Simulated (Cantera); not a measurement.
Ammonia decomposition in nitride growth gas

An isothermal, constant-pressure homogeneous reactor starts with 21.3 % NH3, 78.7 % H2, at 2275 K and 0.780 bar.

Cantera simulation using the gas-phase N/H chemistry of the illustrative SiF4/NH3 mechanism in the Surface Chemkin manual (1991); the numbers are that mechanism's predictions, not measurements. Walls and surfaces, which speed up NH3 decomposition in real reactors, are not modelled.

```tsv
t (s)	x NH3	x H2	x N2H4	x N	x N2
5.00e-5	0.211	0.787	5.01e-8	2.19e-6	0.000132
0.000141	0.207	0.789	9.26e-8	5.63e-6	0.00183
0.000397	0.193	0.797	8.56e-8	5.77e-6	0.00748
0.00112	0.160	0.816	6.63e-8	5.84e-6	0.0213
0.00316	0.0957	0.853	3.34e-8	5.98e-6	0.0478
0.00890	0.0237	0.894	5.22e-9	6.31e-6	0.0776
0.0251	0.000734	0.903	2.65e-11	2.45e-6	0.0870
0.0707	0.000107	0.903	<1e-12	3.94e-7	0.0873
0.199	3.11e-5	0.903	<1e-12	1.15e-7	0.0873
0.562	1.06e-5	0.903	<1e-12	3.90e-8	0.0873
1.58	4.23e-6	0.903	<1e-12	1.56e-8	0.0873
4.46	2.75e-6	0.903	<1e-12	1.02e-8	0.0873
12.6	2.67e-6	0.903	<1e-12	9.87e-9	0.0873
35.5	2.67e-6	0.903	<1e-12	9.87e-9	0.0873
100	2.67e-6	0.903	<1e-12	9.87e-9	0.0873
```
x: mole fraction; the columns are a selection and need not sum to one.

Equilibrium at this temperature and pressure: NH3 2.67e-6, H2 0.903, N2H4 <1e-12, N 9.87e-9, N2 0.0873 (gas phase only).
